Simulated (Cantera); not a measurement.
A perfectly stirred reactor is fed with 8.07 % CH₄, 0.404 % H₂, 19.2 % O₂, 72.3 % N₂, equivalence ratio 0.85, at 7500 Torr; it is adiabatic with a 725 K inlet, and is followed from long to short residence time, starting on the burning branch (τ in s: 0.26, 0.091, 0.031, 0.011, 0.0037, 0.0013, 0.00044, 0.00015, 5.3e-05, 1.8e-05).

Computed with Cantera and GRI-Mech 3.0 (53 species, 325 reactions).

One state of this run: T (K) = 2142; x CH₄ = 0.000707; x H₂ = 0.00637; x O₂ = 0.0429; x O = 0.00199; x NO = 7.42e-5; x H₂O = 0.150. x: mole fraction; the columns are a selection and need not sum to one.

**Question.** Which value of τ (s) does it belong to?
A. 5.3e-5
B. 0.031
C. 0.00015
D. 1.8e-5

**Answer.** D, 1.8e-5
